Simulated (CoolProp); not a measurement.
C2F6 (R116) along the isobar 12800 kPa: fugacity coefficient from the reference equation and from simpler models built on Tc = 19.9 °C, pc = 3048 kPa, ω = 0.257; each cubic takes its own stable root.

Computed with CoolProp (reference Helmholtz-energy equation of state, Lemmon 2006). It is a short technical equation, of lower accuracy than the large ones.

```tsv
T (°C)	phase	reference
-47.85	liquid	0.05168
-34.55	liquid	0.07886
-21.25	liquid	0.1133
-7.95	liquid	0.1546
5.35	liquid	0.2021
18.75	liquid	0.2550
32.05	supercritical	0.3111
45.35	supercritical	0.3691
58.65	supercritical	0.4275
71.95	supercritical	0.4848
85.25	supercritical	0.5398
98.55	supercritical	0.5916
111.95	supercritical	0.6400
125.25	supercritical	0.6841
138.55	supercritical	0.7243
151.85	supercritical	0.7607
```

Task: How far does each simpler model (van der Waals, Redlich-Kwong, Soave-Redlich-Kwong, Peng-Robinson) lie from the reference over these 16 states: mean and median of the absolute difference, and the worst?

Result: 
- van der Waals: mean 39.4 %, median 14.0 %, worst +188.3 % at -47.85 °C and 12800 kPa
- Redlich-Kwong: mean 11.6 %, median 8.4 %, worst +40.8 % at -47.85 °C and 12800 kPa
- Soave-Redlich-Kwong: mean 4.8 %, median 4.9 %, worst +5.4 % at 32.05 °C and 12800 kPa
- Peng-Robinson: mean 3.8 %, median 3.4 %, worst -5.1 % at -47.85 °C and 12800 kPa
